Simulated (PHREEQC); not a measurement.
**Leach liquor: an equilibrium model**

A solution holds 1.7 mmol/kgw HCl, 74 mmol/kgw CuSO4 and 32 mmol/kgw MnSO4, at 25 °C. Closed to the air; pH follows from the charge balance.

All values are PHREEQC results (ion-association model, phreeqc.dat), not measurements.

Each row changes one thing in this solution. No solid was allowed to form.

| case | pH | ionic strength (mol/kgw) | SO4-2 (mol/kgw) | Cl- (mol/kgw) | HSO4- (mol/kgw) |
|---|---|---|---|---|---|
| as made | 3.28 | 0.222 | 0.0546 | 0.00161 | 0.00104 |
| HCl from 0.0017 to 0.00017 mol/kgw | ___ | 0.221 | 0.0551 | 0.000161 | ___ |
| MnSO4 left out | 3.22 | 0.160 | 0.0390 | 0.00164 | 0.000956 |
| temperature from 25 to 15 °C | 3.24 | 0.229 | 0.0563 | ___ | 0.000975 |
| CuSO4 replaced by KHSO4 at the same molality | 1.59 | 0.201 | 0.0437 | 0.00166 | 0.0432 |
| CuSO4 left out | ___ | 0.0813 | 0.0196 | 0.00164 | 0.000754 |

Question: Some entries are withheld; supply them.

Answer: 
- HCl from 0.0017 to 0.00017 mol/kgw, pH: 4.25
- HCl from 0.0017 to 0.00017 mol/kgw, HSO4- (mol/kgw): 0.000115
- temperature from 25 to 15 °C, Cl- (mol/kgw): 0.00163
- CuSO4 left out, pH: 3.10
